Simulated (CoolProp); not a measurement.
R245ca at several states: Z from the reference equation and from simpler models built on Tc = 174.4 °C, pc = 39.41 bar, ω = 0.355; each cubic takes its own stable root.

Values from CoolProp's reference Helmholtz-energy equation of state, Zhou 2016.

| T (°C) | p (bar) | phase | reference |
|---|---|---|---|
| 120.45 | 8.46 | gas | 0.8680 |
| 144.45 | 2.69 | gas | 0.9687 |
| -48.95 | 0.86 | liquid | 0.003960 |
| 139.05 | 71 | liquid | 0.2564 |
| -41.95 | 8.42 | liquid | 0.03796 |

How far does each simpler model (van der Waals, Peng-Robinson) lie from the reference over these 5 states: mean and median of the absolute difference, and the worst?


- van der Waals: mean 4892.2 %, median 51.7 %, worst +24336.9 % at -48.95 °C and 0.86 bar
- Peng-Robinson: mean 1.3 %, median 0.5 %, worst -2.8 % at -41.95 °C and 8.42 bar

At some of these states van der Waals gives the other phase, because its saturation line lies elsewhere.
